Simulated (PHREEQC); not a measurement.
Acid rinse or clean (model solution)

Dissolve 10 mmol/kgw HF, 28 mmol/kgw CuSO4 and 1.9 mmol/kgw CuCl2 at 75 °C and 500 atm. Closed to the air; pH follows from the charge balance.

Model: ion-association model, phreeqc.dat, run in PHREEQC.

This is a speciation only: nothing precipitates in the calculation.

Q: Estimate the pH, ionic strength.

A: pH 2.98; ionic strength 0.0783 mol/kgw.

Q: In which forms is S present?

A: SO4-2 60 %, CuSO4 33 %, HSO4- 7.0 % of the S.

Complexes and solids missing from the database can't appear. Under pressure, the constants of complexes without a molar volume in the database are unreliable. Away from 25 °C the constants follow the database's enthalpies or fits; those with neither stay at their 25 °C values.
